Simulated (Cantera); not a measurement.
Input: 1 mol SiC, 4.1 mol CO2, 6.5 mol H2, equilibrated at 1725 K and 2.85 Torr.

Equilibrium computed with Cantera from the NASA thermochemical tables; the gas is ideal and each condensed phase is pure. Candidate condensed phases: C, C6H6, C7H8, C8H18, H2O, Si, SiC, SiO2; 123 gas species. The tables hold silica as quartz up to 1696 K and as liquid above; real silica turns to tridymite and cristobalite and melts near 1996 K. The numbers say what is thermodynamically allowed, not how fast it happens.

### Question
What is the equilibrium state?

### Answer
* **x(H2)**: 0.482
* **x(CO)**: 0.420
* **x(H2O)**: 0.0765
* **x(CO2)**: 0.0189
* **x(H)**: 0.00209
* **x(SiO)**: 0.000787
* **x(OH)**: 1.83e-5
* **n(SiO2(condensed))**: 0.991 mol
* **gas amount**: 11.62 mol
* **log10 activity of C(graphite) (absent)**: -5.37
* **log10 activity of Si(l) (absent)**: -7.52
